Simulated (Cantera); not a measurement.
An isothermal, constant-pressure homogeneous reactor starts with H2 : O2 = 0.018 : 9.9 (molar parts), equivalence ratio 0.00091, at 1150 K and 0.00180 bar.

Computed with Cantera and the H2/O2 subset of GRI-Mech 3.0, which has no nitrogen chemistry. Radical loss at walls, strong at low pressure, is not modelled.

One state of this run: x H2 = 3.01e-7; x O2 = 0.998; x H2O2 = 3.53e-10; x H = 1.58e-6; x O = 0.000323; x H2O = 0.00179. x: mole fraction; the columns are a selection and need not sum to one.

Q: Which value of t (s) does it belong to?
A) 19.4
B) 0.141
C) 0.000200
D) 100

A: D, 100
